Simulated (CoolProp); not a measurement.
The fluid at 298.15 K and 1.19 MPa flows at 0.85 m/s in a round tube of 4.6 mm bore and 1.5 µm roughness, fully developed (64/Re and Nu = 3.66 if laminar; Colebrook and Gnielinski if turbulent). The same conditions are run with several fluids, on thermodynamics alone (safety and materials aside).

Computed with CoolProp (reference Helmholtz-energy equation of state of each fluid (n-nonane: Lemmon 2006; methanol: de Reuck 1993; n-butane: Bücker 2006; R236FA: Pan 2012; n-heptane: Span 2003)).

```tsv
fluid	Reynolds number	Darcy friction factor	pressure drop (Pa/m)	heat-transfer coefficient (W/(m² K))	mass flow (kg/h)
n-nonane	4220	0.0396	2220	1090	36.4
methanol	5620	0.0365	2260	1960	40.0
n-butane	14000	0.0289	1300	1930	29.2
R236FA	18300	0.0271	2910	1920	69.4
n-heptane	6740	0.0348	1860	1460	34.6
```

Transport values come from each fluid's own correlations; those of R236FA are estimates that may be off by 10 % or more.
